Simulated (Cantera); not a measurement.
A closed system holds: 1 mol CH3OH, 0.055 mol CO2, 14 mol H2, equilibrated at 5700000 Pa.

Equilibrium computed with Cantera from the NASA thermochemical tables; the gas is ideal and each condensed phase is pure. Candidate condensed phases: C, C6H6, C7H8, C8H18, H2O; 110 gas species. The ideal-gas law is rough above about 30 bar. The numbers say what is thermodynamically allowed, not how fast it happens.

Question: At 1098 K, list the 4 most abundant gas species with their mole fractions, and the condensed phases.

Answer: H2 0.856, H2O 0.0733, CH4 0.0697, CO 0.000745. Condensed: gas only.
